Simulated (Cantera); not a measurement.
An isothermal, constant-pressure homogeneous reactor starts with NH₃ : N₂ = 1 : 5.5 (molar parts), at 1475 K and 0.0132 atm.

Computed with Cantera and the gas-phase N/H chemistry of the illustrative SiF4/NH3 mechanism in the Surface Chemkin manual (1991). Walls and surfaces, which speed up NH3 decomposition in real reactors, are not modelled.

Q: Predict: x(NH₃) at 90.0 s; x(N₂H₂) at 90.0 s; x(H₂) at 90.0 s; x(N₂H₄) at 90.0 s; x(NH₂) at 90.0 s; x(H) at 90.0 s.

A: 
| Item | Result |
|---|---|
| x(NH₃) at 90.0 s | 0.133 (gas-phase equilibrium 7.02e-8) |
| x(N₂H₂) at 90.0 s | 1.80e-7 (gas-phase equilibrium <1e-12) |
| x(H₂) at 90.0 s | 0.0266 (gas-phase equilibrium 0.200) |
| x(N₂H₄) at 90.0 s | 1.67e-9 (gas-phase equilibrium <1e-12) |
| x(NH₂) at 90.0 s | 2.78e-5 (gas-phase equilibrium 3.84e-11) |
| x(H) at 90.0 s | 2.58e-6 (gas-phase equilibrium 5.06e-5) |
